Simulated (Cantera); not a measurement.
Cantera with NASA thermochemical tables; ideal gases at 1 bar, condensed phases pure. Values are per mole of reaction as written; species without (g) are pure solids or liquids, kept so even where they would boil at 1 bar.

2 Cl(g) + SiH4(g) → HCl(g) + SiH3Cl(g), with ΔH° = -511.1 kJ and ΔS° = -97.4 J/K at 300 K.

Task: How far is the shortcut ΔG° ≈ ΔH°(300 K) − T·ΔS°(300 K) from the full temperature-dependent value at 1748, 1798, 1848, 1898, 1948, 1998, 2048 K?

Result: 
```csv
T (K),shortcut (kJ),full (kJ),difference (kJ),difference in log10 K
1748,-340.8,-328.9,-11.9,0.35
1798,-335.9,-323.4,-12.5,0.36
1848,-331.1,-317.9,-13.2,0.37
1898,-326.2,-312.4,-13.8,0.38
1948,-321.3,-306.8,-14.5,0.39
1998,-316.5,-301.3,-15.2,0.40
2048,-311.6,-295.7,-15.9,0.40
```
The shortcut ignores the heat-capacity change of the reaction.
